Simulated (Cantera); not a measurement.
A perfectly stirred reactor is fed with 71.6 % CH₄, 27.2 % H₂O, 1.15 % H₂, at 3450 Torr; it is held at 1575 K, and followed from long to short residence time.

Model: GRI-Mech 3.0 (53 species, 325 reactions), integrated in Cantera. GRI-Mech 3.0 stops at C3 and has no aromatics, soot or wall deposition, so with more carbon than oxygen in the feed, carbon stays in small species such as C2H2 where larger ones or solid carbon would form.

x: mole fraction; the columns are a selection and need not sum to one.

| τ (s) | x CH₄ | x H₂O | x H₂ | x CO₂ | x CO | x H₂O₂ |
|---|---|---|---|---|---|---|
| 8.1 | 0.187 | 0.0570 | 0.564 | ? | 0.109 | <1e-12 |
| 3.8 | 0.194 | 0.0826 | 0.540 | 0.00452 | 0.0870 | <1e-12 |
| 1.8 | 0.201 | 0.111 | 0.513 | 0.00461 | 0.0640 | <1e-12 |
| 0.85 | 0.210 | 0.139 | 0.484 | ? | 0.0425 | <1e-12 |
| 0.40 | 0.225 | 0.164 | 0.453 | ? | 0.0252 | <1e-12 |
| 0.19 | 0.254 | 0.185 | 0.416 | ? | 0.0134 | <1e-12 |
| 0.089 | 0.306 | 0.202 | 0.364 | ? | 0.00642 | <1e-12 |
| 0.042 | 0.383 | 0.219 | 0.295 | ? | 0.00290 | <1e-12 |
| 0.020 | 0.471 | 0.234 | 0.219 | ? | 0.00126 | <1e-12 |
| 0.0093 | 0.556 | 0.249 | 0.145 | ? | 0.000498 | <1e-12 |

Q: Some entries are withheld; supply them.

A: 
- 8.1, x CO₂: 0.00377
- 0.85, x CO₂: 0.00393
- 0.40, x CO₂: 0.00273
- 0.19, x CO₂: 0.00153
- 0.089, x CO₂: 0.000663
- 0.042, x CO₂: 0.000226
- 0.020, x CO₂: 6.28e-5
- 0.0093, x CO₂: 1.40e-5
